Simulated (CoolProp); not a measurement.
Vapour-liquid equilibrium of diethyl ether (1) + ethanol (2) at 381.3 K; x and y are mole fractions of (1).

Computed with CoolProp (multi-fluid Helmholtz-energy mixture model, Thol 2014 and Schroeder 2014; pair parameters Bell 2016).

Problem. Give the bubble pressure and the first vapour's composition at x = 0.25, 0.55, 0.65. Is there an azeotrope?

Solution. x = 0.25: 517.9 kPa, y = 0.534; x = 0.55: 665.4 kPa, y = 0.733; x = 0.65: 699.4 kPa, y = 0.782. No azeotrope shows between x = 0.05 and 0.95.

Pair parameters are fitted to limited data, so mixtures are less certain than the pure fluids.
